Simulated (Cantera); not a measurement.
A closed system holds: 1 mol PbF2, 3.8 mol H2, 1.5 mol N2, equilibrated at 1752 °C and 75.0 Torr.

Method: chemical equilibrium by Gibbs-energy minimisation in Cantera with the NASA 1993 tables (ideal gas, pure condensed phases). Rates play no part.

| species | before | after |
|---|---|---|
| H2 | 0.381 | 0.423 |
| HF | 0.273 | 0.302 |
| N2 | 0.205 | 0.227 |
| Pb | 0.136 | 0.0479 |
| H | 0.00376 | 4.77e-6 |
| PbF2 | 4.94e-6 | 1.97e-5 |
| PbF | 0.000428 | 0.000166 |
| Pb(l), mol | 0 | 0.682 |
Gas species are given as mole fractions.

Task: What was changed between the two runs?
A. temperature from 1752 °C to 1227 °C
B. temperature from 1752 °C to 1075 °C
C. H2 from 3.8 to 1.3 mol
D. temperature from 1752 °C to 702 °C

Result: B, temperature from 1752 °C to 1075 °C
